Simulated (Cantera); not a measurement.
**Hydrocarbon pyrolysis for carbon deposition**

An isothermal, constant-pressure homogeneous reactor starts with 1.56 % CH4, 98.4 % N2, at 1525 K and 0.0237 atm.

Computed with Cantera and GRI-Mech 3.0 (53 species, 325 reactions). GRI-Mech 3.0 stops at C3 and has no aromatics, soot or wall deposition, so with more carbon than oxygen in the feed, carbon stays in small species such as C2H2 where larger ones or solid carbon would form. Radical loss at walls, strong at low pressure, is not modelled.

```csv
t (s),x CH4,x H2,x H,x HCN,x C2H6,x C2H
4.00e-5,0.0156,1.12e-9,6.79e-9,<1e-12,<1e-12,<1e-12
0.000118,0.0156,8.11e-9,1.52e-8,<1e-12,<1e-12,<1e-12
0.000348,0.0156,4.52e-8,2.36e-8,<1e-12,<1e-12,<1e-12
0.00103,0.0156,1.78e-7,2.52e-8,<1e-12,1.96e-12,<1e-12
0.00303,0.0156,5.74e-7,2.53e-8,<1e-12,5.41e-11,<1e-12
0.00894,0.0156,1.75e-6,2.55e-8,<1e-12,1.25e-9,<1e-12
0.0264,0.0156,5.34e-6,2.76e-8,<1e-12,2.23e-8,<1e-12
0.0779,0.0156,1.93e-5,4.60e-8,1.24e-12,2.79e-7,<1e-12
0.230,0.0154,0.000143,2.13e-7,4.06e-11,2.48e-6,1.78e-11
0.678,0.0139,0.00195,1.85e-6,3.93e-9,9.92e-6,6.78e-10
2.00,0.00912,0.00923,6.24e-6,7.10e-8,4.55e-6,4.28e-9
```
x: mole fraction; the columns are a selection and need not sum to one.

Equilibrium at this temperature and pressure: CH4 1.52e-6, H2 0.0231, H 2.34e-5, HCN 0.0138, C2H6 <1e-12, C2H 1.73e-9 (gas phase only).
